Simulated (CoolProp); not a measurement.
Vapour-liquid equilibrium of n-hexane (1) + p-xylene (2) at 88.85 °C; x and y are mole fractions of (1).

Computed with CoolProp (multi-fluid Helmholtz-energy mixture model, Thol 2019 and Zhou 2012; pair parameters Bell 2016).

Problem. Give the bubble pressure and the first vapour's composition at x = 0.2, 0.35, 0.5. Is there an azeotrope?

Solution. x = 0.2: 0.6056 bar, y = 0.702; x = 0.35: 0.8571 bar, y = 0.821; x = 0.5: 1.087 bar, y = 0.885. No azeotrope shows between x = 0.05 and 0.95.

The pair parameters rest on a limited set of measurements; away from them the model extrapolates.
